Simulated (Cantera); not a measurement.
Charge: 1 mol Pb, 1.2 mol H2, held at 0.00133 bar.

Cantera equilibrium calculation (NASA polynomials, part measured and part estimated; ideal gas, pure solids and liquids). Candidate condensed phases: Pb; 4 gas species. Rates play no part.

Q: At 1027 °C, list the 3 most abundant gas species with their mole fractions, and the condensed phases.

A: H2 0.545, Pb 0.455, H 2.24e-5. Condensed: gas only.
